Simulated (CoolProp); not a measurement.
Saturation properties of methanol (Tc = 513.4 K, pc = 8.216 MPa, ω = 0.565).

The numbers come from the reference Helmholtz-energy equation of state, de Reuck 1993 in CoolProp.

| T (K) | p (MPa) | liquid density (kg/m³) | vapour density (kg/m³) | enthalpy of vaporisation (kJ/kg) | surface tension (mN/m) |
|---|---|---|---|---|---|
| 298.2 | 0.01703 | 786.2 | 0.2255 | 1169 | 22.1 |
| 319.1 | [?] | 766.4 | 0.5845 | 1135 | 20.4 |
| 340 | 0.1111 | 746.0 | 1.333 | [?] | 18.6 |
| 360.9 | 0.2371 | 724.4 | 2.748 | 1052 | [?] |
| 381.8 | 0.4613 | [?] | [?] | 999.1 | 14.8 |
| 402.7 | 0.8318 | 675.1 | [?] | 935.6 | 12.6 |
| 423.7 | 1.412 | 645.4 | 16.21 | 857.9 | 10.4 |
| 444.6 | 2.267 | 610.6 | [?] | 765.1 | 7.96 |
| 465.5 | 3.479 | [?] | 43.92 | 662.1 | 5.43 |

Question: Complete the blanks.

Answer: 
- 319.1, p (MPa): 0.04659
- 340, enthalpy of vaporisation (kJ/kg): 1096
- 360.9, surface tension (mN/m): 16.7
- 381.8, liquid density (kg/m³): 701.0
- 381.8, vapour density (kg/m³): 5.234
- 402.7, vapour density (kg/m³): 9.394
- 444.6, vapour density (kg/m³): 27.12
- 465.5, liquid density (kg/m³): 567.9

It boils at 337.6 K under 1 atm.

Surface tension comes from a separate correlation (Mulero 2012).
